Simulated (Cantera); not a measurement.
Input (Python, Cantera) and output of one run.

```python
import numpy as np
import cantera as ct

gas_names = """
    O3 NO2 CrO3 N2 NO
""".split()
cond_names = """
    Cr2N(s) Cr(cr) Cr(L) Cr2O3(s) Cr2O3(L)
""".split()


# ... load() reads the species with a 1 bar reference pressure and builds the phases ...
species = {s.name: s for s in load("nasa_gas.yaml", gas_names) + load("nasa_condensed.yaml", cond_names)}
# Each term lists the table entries of one substance; the one whose range holds T is used.
reactions = {
    '2 O3(g) + 3 Cr2N = 6 Cr + 3 NO2(g)':
        [(-2, ['O3']), (-3, ['Cr2N(s)']), (6, ['Cr(cr)', 'Cr(L)']), (3, ['NO2'])],
    '4 CrO3(g) + 3 N2(g) = 2 Cr2O3 + 6 NO(g)':
        [(-4, ['CrO3']), (-3, ['N2']), (2, ['Cr2O3(s)', 'Cr2O3(L)']), (6, ['NO'])],
}


def pick(names, T):
    return next(species[n] for n in names if species[n].thermo.min_temp <= T <= species[n].thermo.max_temp)


results = []
for label, terms in reactions.items():
    print(label)
    print("     T/K   dH/kJ  dS/(J/K)   dG/kJ   log10 K")
    for T in [300, 848, 898, 948, 998, 1048, 1098, 1148, 1198, 1248, 1298]:
        used = [(nu, pick(names, T)) for nu, names in terms]
        dH = sum(nu * s.thermo.h(T) for nu, s in used) / 1e6
        dS = sum(nu * s.thermo.s(T) for nu, s in used) / 1e3
        dG = dH - T * dS / 1e3
        logK = -dG * 1e6 / (ct.gas_constant * T * np.log(10))
        results.append((label, T, dH, dS, dG, logK, [s.name for _, s in used]))
        print(f"{T:8g} {dH:8.1f} {dS:8.1f} {dG:8.1f} {logK:8.2f}")
```

Output:

```
2 O3(g) + 3 Cr2N = 6 Cr + 3 NO2(g)
     T/K   dH/kJ  dS/(J/K)   dG/kJ   log10 K
     300    195.5    189.3    138.7   -24.16
     848    177.1    154.7     45.9    -2.82
     898    175.4    152.8     38.2    -2.22
     948    173.6    150.9     30.6    -1.68
     998    171.9    149.2     23.1    -1.21
    1048    170.3    147.6     15.7    -0.78
    1098    168.8    146.2      8.3    -0.40
    1148    167.4    144.9      1.0    -0.05
    1198    166.1    143.8     -6.2     0.27
    1248    164.9    142.8    -13.3     0.56
    1298    163.8    141.9    -20.5     0.82
4 CrO3(g) + 3 N2(g) = 2 Cr2O3 + 6 NO(g)
     T/K   dH/kJ  dS/(J/K)   dG/kJ   log10 K
     300   -550.9   -214.9   -486.4    84.69
     848   -520.8   -153.3   -390.8    24.07
     898   -518.6   -150.8   -383.2    22.29
     948   -516.4   -148.4   -375.7    20.70
     998   -514.2   -146.1   -368.4    19.28
    1048   -512.0   -143.9   -361.1    18.00
    1098   -509.7   -141.8   -354.0    16.84
    1148   -507.4   -139.8   -347.0    15.79
    1198   -505.1   -137.8   -340.0    14.83
    1248   -502.7   -135.9   -333.2    13.94
    1298   -500.3   -134.0   -326.4    13.14
```

Source: NASA polynomial tables (part measured, part estimated), evaluated in Cantera. Condensed species are held in their standard states even where they would react or evaporate.
